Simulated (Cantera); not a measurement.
A Cantera script and what it prints.

```python
import numpy as np
import cantera as ct

gas_names = [...]  # 87 gases of nasa_gas.yaml made of C, H, Si
cond_names = """
    C(gr) C6H6(L) C7H8(L) C8H18(L),n-octa Si(cr) Si(L) SiC(b)
""".split()


# ... load() reads the species with a 1 bar reference pressure and builds the phases ...
atoms = {
    'SiH4': {'Si': 1, 'H': 4},
    'CH4': {'C': 1, 'H': 4},
    'H2': {'H': 2},
}
top_T = {'C(gr)': 4500, 'SiC(b)': 3050}  # K; cautious upper limits of use, not melting points


# ... equilibrate(T, P, feed) seeds the gas with the atoms and calls Mixture.equilibrate('TP', solver="vcs", rtol=1e-11, max_steps=5000) ...
results = []
feed = {'SiH4': 1, 'CH4': 0.13, 'H2': 980}  # mol
P = 1333.22  # Pa
for T in [1898, 1948, 1998, 2048, 2098, 2148, 2198, 2248, 2298, 2348, 2398]:
    mix = equilibrate(T, P, feed)
    results.append((T, P, feed, dict(zip(mix.species_names, mix.species_moles))))
    x = sorted(zip(gas.X, gas.species_names), reverse=True)
    print(f"T = {T:g} K  P = {P:g} Pa  gas = {mix.phase_moles(0):.4g} mol")
    print("   x: " + "  ".join(f"{s} {v:.3e}" for v, s in x if v > 1e-06))
    print("   condensed (mol): " + ("  ".join(f"{mix.phase(i).name} {mix.phase_moles(i):.4g}"
          for i in range(1, mix.n_phases) if mix.phase_moles(i) > 1e-12) or "none"))
```

Result:

```
T = 1898 K  P = 1333.22 Pa  gas = 986.4 mol
   x: H2 9.924e-01  H 6.744e-03  Si 7.391e-04  SiH 7.418e-05  SiH2 4.584e-05  Si2C 1.284e-05  Si2 4.739e-06
   condensed (mol): SiC(b) 0.1153
T = 1948 K  P = 1333.22 Pa  gas = 987.9 mol
   x: H2 9.894e-01  H 9.734e-03  Si 7.671e-04  SiH 6.773e-05  SiH2 3.413e-05  Si2C 1.677e-05  C2H2,acetylene 5.571e-06  Si2 3.078e-06
   condensed (mol): SiC(b) 0.1011
T = 1998 K  P = 1333.22 Pa  gas = 990 mol
   x: H2 9.852e-01  H 1.379e-02  Si 8.285e-04  SiH 6.472e-05  C2H2,acetylene 3.280e-05  SiH2 2.686e-05  Si2C 2.252e-05  Si2 2.220e-06  SiC2 1.492e-06  CH4 1.157e-06
   condensed (mol): SiC(b) 0.03831
T = 2048 K  P = 1333.22 Pa  gas = 992.7 mol
   x: H2 9.798e-01  H 1.920e-02  Si 8.862e-04  SiH 6.155e-05  C2H2,acetylene 5.412e-05  SiH2 2.123e-05  Si2C 1.629e-05  SiC2 2.404e-06  Si2 1.608e-06  CH4 1.101e-06
   condensed (mol): none
T = 2098 K  P = 1333.22 Pa  gas = 996.3 mol
   x: H2 9.727e-01  H 2.628e-02  Si 9.084e-04  C2H2,acetylene 5.761e-05  SiH 5.636e-05  SiH2 1.629e-05  Si2C 8.998e-06  SiC2 2.409e-06  Si2 1.093e-06
   condensed (mol): none
T = 2148 K  P = 1333.22 Pa  gas = 1001 mol
   x: H2 9.635e-01  H 3.543e-02  Si 9.215e-04  C2H2,acetylene 5.946e-05  SiH 5.127e-05  SiH2 1.250e-05  Si2C 4.950e-06  SiC2 2.330e-06
   condensed (mol): none
T = 2198 K  P = 1333.22 Pa  gas = 1007 mol
   x: H2 9.519e-01  H 4.705e-02  Si 9.283e-04  C2H2,acetylene 6.031e-05  SiH 4.646e-05  SiH2 9.622e-06  Si2C 2.744e-06  SiC2 2.213e-06
   condensed (mol): none
T = 2248 K  P = 1333.22 Pa  gas = 1014 mol
   x: H2 9.374e-01  H 6.160e-02  Si 9.304e-04  C2H2,acetylene 6.054e-05  SiH 4.201e-05  SiH2 7.429e-06  SiC2 2.083e-06  Si2C 1.542e-06
   condensed (mol): none
T = 2298 K  P = 1333.22 Pa  gas = 1024 mol
   x: H2 9.194e-01  H 7.954e-02  Si 9.287e-04  C2H2,acetylene 6.033e-05  SiH 3.790e-05  SiH2 5.752e-06  SiC2 1.953e-06
   condensed (mol): none
T = 2348 K  P = 1333.22 Pa  gas = 1036 mol
   x: H2 8.976e-01  H 1.013e-01  Si 9.237e-04  C2H2,acetylene 5.978e-05  SiH 3.413e-05  SiH2 4.462e-06  SiC2 1.827e-06
   condensed (mol): none
T = 2398 K  P = 1333.22 Pa  gas = 1050 mol
   x: H2 8.716e-01  H 1.274e-01  Si 9.156e-04  C2H2,acetylene 5.891e-05  SiH 3.064e-05  SiH2 3.462e-06  SiC2 1.709e-06
   condensed (mol): none
```

Method: chemical equilibrium by Gibbs-energy minimisation in Cantera with the NASA 1993 tables (ideal gas, pure condensed phases). Gases not in the tables: Si2H6 and higher silanes.
